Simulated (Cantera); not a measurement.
Charge: 1 mol CH4, a varied amount of H2, held at 2.25 Torr.

These are equilibrium values from Cantera (NASA tables, ideal gas, pure condensed phases), not measurements of a reactor. Candidate condensed phases: C, C6H6, C7H8, C8H18; 76 gas species. The numbers say what is thermodynamically allowed, not how fast it happens.

Q: What condenses at these points (T in °C, n(H2) in mol): (2750, 2.5); (950, 88); (1750, 5.1); (350, 88); (550, 0.6)?

A: 
```
T (°C)  n(H2) in mol  condensed phases  C condensed (%)
------  ------------  ----------------  ---------------
2750             2.5          gas only              0.0
950               88                 C             99.6
1750             5.1                 C             98.8
350               88          gas only              0.0
550              0.6                 C             99.3
```
